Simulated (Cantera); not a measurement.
Input: 1 mol AlN, 0.036 mol Cl2, held at 625 °C and 100000 Pa.

Cantera equilibrium calculation (NASA polynomials, part measured and part estimated; ideal gas, pure solids and liquids). Rates play no part.

| species | before | after |
|---|---|---|
| N2 | 0.374 | 0.428 |
| AlCl3 | 0.503 | 0.286 |
| Al2Cl6 | 0.123 | 0.285 |
| AlN(s), mol | 0.976 | 0.976 |
Gas species are given as mole fractions.

Problem. Which change was made?
A) temperature from 625 °C to 525 °C
B) pressure from 100000 Pa to 1700 Pa
C) temperature from 625 °C to 1152 °C
D) pressure from 100000 Pa to 1600 Pa

Solution. A, temperature from 625 °C to 525 °C
